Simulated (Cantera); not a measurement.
# Thermodynamics of silicon etching in halogen gases, feed Si + NF3 + H2

Charge: 1 mol Si, a varied amount of NF3, 0.18 mol H2, at 950 °C and 0.290 bar.

Cantera equilibrium calculation (NASA polynomials, part measured and part estimated; ideal gas, pure solids and liquids). Candidate condensed phases: Si, Si3N4; 37 gas species. The tables' values for SiF3 are old estimates; treat these amounts as uncertain. Equilibrium is a limit: real reactors are often held back by kinetics, nucleation or transport.

| n(NF3) (mol) | x SiF4 | x F | x N2 | x H2 | x F2 | x HF | n Si3N4(s) |
|---|---|---|---|---|---|---|---|
| 0.87 | 0.627 | <1e-12 | 0.197 | 0.172 | <1e-12 | 0.00181 | 0.116 |
| 1.1 | 0.571 | <1e-12 | 0.301 | 0.123 | <1e-12 | 0.00161 | 0.0582 |
| 1.4 | 0.505 | <1e-12 | 0.354 | 0.0404 | <1e-12 | 0.101 | 0 |
| 1.7 | 0.349 | 0.197 | 0.297 | <1e-12 | 0.0309 | 0.126 | 0 |
| 1.9 | 0.290 | 0.271 | 0.276 | <1e-12 | 0.0588 | 0.104 | 0 |
| 2.2 | 0.232 | 0.338 | 0.255 | <1e-12 | 0.0912 | 0.0836 | 0 |
| 2.4 | 0.205 | 0.367 | 0.246 | <1e-12 | 0.108 | 0.0739 | 0 |
| 2.7 | 0.175 | 0.399 | 0.236 | <1e-12 | 0.127 | 0.0629 | 0 |
| 3 | 0.152 | 0.422 | 0.228 | <1e-12 | 0.142 | 0.0549 | 0 |
| 3.2 | 0.140 | 0.434 | 0.225 | <1e-12 | 0.151 | 0.0505 | 0 |
| 3.5 | 0.126 | 0.448 | 0.220 | <1e-12 | 0.161 | 0.0452 | 0 |
x: gas mole fraction; n: condensed amount in mol.

From 0.87 mol NF3 to 1.1 mol NF3 the condensed part is Si3N4(s). From 1.4 mol NF3 to 3.5 mol NF3 nothing is condensed. The main Si-bearing gas is SiF4 throughout.
